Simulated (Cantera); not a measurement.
## CuO + CH₄ + H₂ (carbothermic reduction)

A closed system holds: 1 mol CuO, 4.6 mol CH₄, a varied amount of H₂, equilibrated at 675 °C and 4.60 bar.

Equilibrium computed with Cantera from the NASA thermochemical tables; the gas is ideal and each condensed phase is pure. Candidate condensed phases: C, C₆H₆, C₇H₈, C₈H₁₈, Cu, CuO, Cu(OH)₂, Cu₂O, H₂O; 113 gas species. Rates play no part.

```json
[
 {"n(H₂) (mol)": "0.38", "x H₂": "0.597", "x CH₄": "0.281", "x H₂O": "0.0829", "x CO": "0.0312", "x CO₂": "0.00782", "n C(graphite)": "2.13", "n Cu(s)": "1.00"},
 {"n(H₂) (mol)": "1.5", "x H₂": "0.603", "x CH₄": "0.287", "x H₂O": "0.0759", "x CO": "0.0283", "x CO₂": "0.00644", "n C(graphite)": "1.85", "n Cu(s)": "1.00"},
 {"n(H₂) (mol)": "2.6", "x H₂": "0.607", "x CH₄": "0.291", "x H₂O": "0.0701", "x CO": "0.0259", "x CO₂": "0.00540", "n C(graphite)": "1.58", "n Cu(s)": "1.00"},
 {"n(H₂) (mol)": "3.7", "x H₂": "0.611", "x CH₄": "0.295", "x H₂O": "0.0651", "x CO": "0.0239", "x CO₂": "0.00460", "n C(graphite)": "1.30", "n Cu(s)": "1.00"},
 {"n(H₂) (mol)": "4.8", "x H₂": "0.615", "x CH₄": "0.298", "x H₂O": "0.0608", "x CO": "0.0222", "x CO₂": "0.00397", "n C(graphite)": "1.03", "n Cu(s)": "1.00"},
 {"n(H₂) (mol)": "5.9", "x H₂": "0.618", "x CH₄": "0.301", "x H₂O": "0.0570", "x CO": "0.0207", "x CO₂": "0.00345", "n C(graphite)": "0.753", "n Cu(s)": "1.00"},
 {"n(H₂) (mol)": "7", "x H₂": "0.620", "x CH₄": "0.304", "x H₂O": "0.0536", "x CO": "0.0194", "x CO₂": "0.00303", "n C(graphite)": "0.476", "n Cu(s)": "1.00"},
 {"n(H₂) (mol)": "8.1", "x H₂": "0.622", "x CH₄": "0.306", "x H₂O": "0.0506", "x CO": "0.0183", "x CO₂": "0.00269", "n C(graphite)": "0.199", "n Cu(s)": "1.00"},
 {"n(H₂) (mol)": "9.2", "x H₂": "0.631", "x CH₄": "0.302", "x H₂O": "0.0485", "x CO": "0.0166", "x CO₂": "0.00231", "n C(graphite)": "0", "n Cu(s)": "1.00"},
 {"n(H₂) (mol)": "10", "x H₂": "0.647", "x CH₄": "0.288", "x H₂O": "0.0479", "x CO": "0.0145", "x CO₂": "0.00194", "n C(graphite)": "0", "n Cu(s)": "1.00"}
]
```
x: gas mole fraction; n: condensed amount in mol.

From 0.38 mol H₂ to 8.1 mol H₂ the condensed part is C(graphite) + Cu(s). From 9.2 mol H₂ to 10 mol H₂ the condensed part is Cu(s).
